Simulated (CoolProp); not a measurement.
Properties of tetradecamethylhexasiloxane (MD4M) along the isobar 1.01 bar (Tc = 380.0 °C, pc = 8.286 bar, ω = 0.800).

Model: reference Helmholtz-energy equation of state, Thol 2019, in CoolProp.

| T (°C) | phase | Z | cp (kJ/(kg K)) | speed of sound (m/s) | fugacity coefficient |
|---|---|---|---|---|---|
| 151.35 | liquid | 0.01723 | 1.986 | 601.8 | 0.03884 |
| 173.05 | liquid | 0.01690 | ? | ? | 0.08840 |
| 194.75 | liquid | 0.01664 | 2.071 | 496.1 | 0.1797 |
| 216.55 | liquid | 0.01647 | 2.114 | 444.3 | 0.3328 |
| 238.25 | liquid | 0.01638 | 2.156 | 393.0 | 0.5664 |
| 281.65 | gas | ? | 1.987 | 90.45 | 0.9077 |
| 303.45 | gas | 0.9148 | 2.024 | ? | 0.9209 |
| 325.15 | gas | 0.9275 | 2.061 | 97.02 | 0.9318 |
| 346.85 | gas | 0.9379 | 2.098 | 99.89 | 0.9410 |

Problem. Fill in the missing entries.

Solution. 
- 173.05, cp (kJ/(kg K)): 2.029
- 173.05, speed of sound (m/s): 548.4
- 281.65, Z: 0.8990
- 303.45, speed of sound (m/s): 93.91
